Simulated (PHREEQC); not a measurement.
Make-up at 30 °C and 300 atm: 1.7 mmol/kgw (CH3)4NCl. Closed to the air; pH follows from the charge balance.

The numbers come from PHREEQC with the ion-association model, phreeqc.dat.

Each row changes one thing in this solution. No solid was allowed to form.

```csv
case,pH,ionic strength (mol/kgw)
as made,6.86,0.00170
0.00017 mol/kgw KCl added,6.86,0.00187
temperature from 30 to 90 °C,6.15,0.00170
(CH3)4NCl replaced by FeCl3 at the same molality,(withheld),(withheld)
diluted 5-fold with water,6.86,(withheld)
(CH3)4NCl from 0.0017 to 0.00187 mol/kgw,6.86,0.00187
```

Q: What belongs in the gaps?

A: 
- (CH3)4NCl replaced by FeCl3 at the same molality, pH: 2.80
- (CH3)4NCl replaced by FeCl3 at the same molality, ionic strength (mol/kgw): 0.00719
- diluted 5-fold with water, ionic strength (mol/kgw): 0.000340

Some of these states are supersaturated (in Hematite (slow to form), Goethite (slow to form), for instance). Under pressure, the constants of complexes without a molar volume in the database are unreliable. (CH3)4N+ isn't in the database: it is added as a free cation with an ion size of 4 Å. Constants without temperature data keep their 25 °C values here.
